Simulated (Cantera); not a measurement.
Feed: 1 mol AlCl₃, 17 mol N₂O, 59 mol H₂, equilibrated at 2025 K and 100000 Pa.

Cantera equilibrium calculation (NASA polynomials, part measured and part estimated; ideal gas, pure solids and liquids). Candidate condensed phases: Al, AlCl₃, AlN, Al₂O₃, H₂O, NH₄Cl; 45 gas species. Gases not in the tables: Al(OH)₃. Rates play no part.

Base state: H₂ 0.541, N₂ 0.219, H₂O 0.200, HCl 0.0386, H 0.00142, Cl 7.50e-5, OH 5.47e-5 (mole fractions); condensed: Al₂O₃(s).

Task: What changes in the equilibrium state with this change: N₂O from 17 to 4.2 mol?

Result: 
| species | before | after |
|---|---|---|
| H₂ | 0.541 | 0.845 |
| N₂ | 0.219 | 0.0649 |
| HCl | 0.0386 | 0.0462 |
| H₂O | 0.200 | 0.0417 |
| OH | 5.47e-5 | 9.12e-6 |
| H | 0.00142 | 0.00177 |
| Cl | 7.50e-5 | 7.19e-5 |
| Al₂O₃(s), mol | 0.500 | 0.500 |
